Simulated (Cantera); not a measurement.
A closed system holds: 1 mol SrCl2, 4 mol H2, equilibrated at 1127 °C and 450 Pa.

Method: chemical equilibrium by Gibbs-energy minimisation in Cantera with the NASA 1993 tables (ideal gas, pure condensed phases). Candidate condensed phases: Sr, SrCl2; 8 gas species. Equilibrium is a limit: real reactors are often held back by kinetics, nucleation or transport.

Base state: H2 0.980, SrCl2 0.0190, HCl 0.000246, SrCl 0.000187, H 7.18e-5, Sr 2.97e-5 (mole fractions); condensed: SrCl2(l).

**Question.** What changes in the equilibrium state with this change: 0.57 mol H2O added?

**Answer.** 
```tsv
species	before	after
H2	0.980	0.852
H2O	0	0.114
SrCl2	0.0190	0.0190
HCl	0.000246	0.0149
Sr	2.97e-5	7.09e-9
SrCl	0.000187	2.89e-6
H	7.18e-5	6.69e-5
SrCl2(l), mol	0.922	0.876
SrO(s), mol	0	0.0349
```
Mutual solubility and eutectic melting of coexisting phases are not modelled. Condensed phases not in the tables: oxide chlorides. Further candidate phases: H2O, SrO, Sr(OH)2.
